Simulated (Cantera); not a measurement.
Charge: 1 mol FeS, 4.2 mol H2S, 1.1 mol H2O, equilibrated at 10000 Pa.

Cantera equilibrium calculation (NASA polynomials, part measured and part estimated; ideal gas, pure solids and liquids). Candidate condensed phases: Fe, FeO, Fe(OH)2, Fe(OH)3, FeS, FeSO4, FeS2, Fe2O3, Fe2(SO4)3, Fe3O4, H2O, H2SO4, S; 22 gas species. FeS: taken at fixed stoichiometry. Gases not in the tables: S3 to S7. Equilibrium is a limit: real reactors are often held back by kinetics, nucleation or transport.

x: gas mole fraction; n: condensed amount in mol.

| T (K) | x H2S | x H2 | x S2 | x H2O | x SH | n FeS(s) | n FeS2(s) | n FeS(l) |
|---|---|---|---|---|---|---|---|---|
| 800 | 0.754 | 0.0379 | 0.000988 | 0.207 | 5.30e-7 | 0.810 | 0.190 | 0 |
| 950 | 0.714 | 0.0562 | 0.0280 | 0.202 | 2.03e-5 | 1.00 | 0 | 0 |
| 1100 | 0.596 | 0.140 | 0.0700 | 0.193 | 0.000184 | 1.00 | 0 | 0 |
| 1250 | ? | ? | ? | 0.181 | ? | 1.00 | 0 | 0 |
| 1400 | 0.291 | 0.358 | 0.178 | 0.169 | 0.00267 | 1.00 | 0 | 0 |
| 1550 | ? | ? | ? | 0.160 | ? | 0 | 0 | 1.000 |
| 1700 | 0.114 | 0.483 | 0.235 | 0.153 | 0.0110 | 0 | 0 | 1.000 |

### Question
What belongs in the gaps?

### Answer

- 1550, x H2S: 0.183
- 1550, x H2: 0.435
- 1550, x S2: 0.214
- 1550, x SH: 0.00599
- 1250, x H2S: 0.440
- 1250, x H2: 0.253
- 1250, x S2: 0.126
- 1250, x SH: 0.000877
